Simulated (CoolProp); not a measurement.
Saturated liquid density (kg/m³) of R142b: the reference equation beside estimates from Tc = 410.3 K, pc = 4.055 MPa, ω = 0.232.

The numbers come from the reference Helmholtz-energy equation of state, Lemmon 2006 in CoolProp. It is a short technical equation, of lower accuracy than the large ones.

| T (K) | reference | Soave-Redlich-Kwong | Peng-Robinson |
|---|---|---|---|
| 314.3 | 1069 | 951.8 | 1080 |
| 318 | 1059 | 940.8 | 1067 |
| 321.7 | 1048 | 929.5 | 1055 |
| 325.4 | 1038 | 917.8 | 1042 |
| 329.2 | 1027 | 905.5 | 1028 |
| 332.9 | 1016 | 893.1 | 1014 |
| 336.6 | 1004 | 880.4 | 999.3 |
| 340.3 | 992.7 | 867.2 | 984.3 |
| 344 | 980.8 | 853.6 | 968.8 |
| 347.7 | 968.6 | 839.6 | 952.8 |
| 351.4 | 955.9 | 825.0 | 936.1 |

Absolute difference from the reference over all 11 rows, mean and median: Soave-Redlich-Kwong 12.2 and 12.1 %, Peng-Robinson 0.9 and 0.8 %.
